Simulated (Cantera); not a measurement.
Feed: 1 mol Si, 0.36 mol O2, 19 mol H2, 0.036 mol H2O, at 0.000390 bar.

Points: T (K) = 998, 1098, 1198, 1298, 1398, 1498, 1598, 1698, 1798.

Cantera's Mixture.equilibrate('TP', solver="vcs", rtol=1e-11, max_steps=5000) on the NASA tables stopped like this:

```
ERROR: FAILURE its = 5001!

*******************************************************************************
CanteraError thrown by MultiPhase::equilibrate:
VCS solver failed. Return code: -1
*******************************************************************************
```

**Question.** What got this run through?

**Answer.** This is not unique; one that fits is The failure is numerical, not chemical. The same input converged with solver="gibbs", rtol=1e-10, max_steps=50000, and the result passed a check of the equilibrium conditions:
```
log10 of partial pressures in bar; condensed amounts in mol
       T/K        H2       SiO         H        Si       SiH    Si(cr)     Si(L) SiO2(hqz)
       998    -3.409    -9.320   -10.372   -15.798   -15.652     0.622         0     0.378
      1098    -3.409    -7.667    -9.311   -13.665   -13.883    0.6215         0    0.3775
      1198    -3.410    -6.296    -8.426   -11.890   -12.413    0.6096         0    0.3656
      1298    -3.417    -5.140    -7.679   -10.391   -11.176    0.4417         0    0.1977
      1398    -3.426    -4.827    -7.038    -9.108   -10.119     0.244         0         0
      1498    -3.426    -4.827    -6.478    -7.998    -9.202    0.2434         0         0
      1598    -3.427    -4.828    -5.987    -7.029    -8.401    0.2389         0         0
      1698    -3.430    -4.829    -5.555    -6.183    -7.705         0    0.2088         0
      1798    -3.437    -4.834    -5.172    -5.511    -7.170         0   0.07817         0
```

The gas is ideal and each condensed phase is pure. Mutual solubility and eutectic melting of coexisting phases are not modelled. The tables hold silica as quartz up to 1696 K and as liquid above; real silica turns to tridymite and cristobalite and melts near 1996 K. Gases not in the tables: Si2H6 and higher silanes.
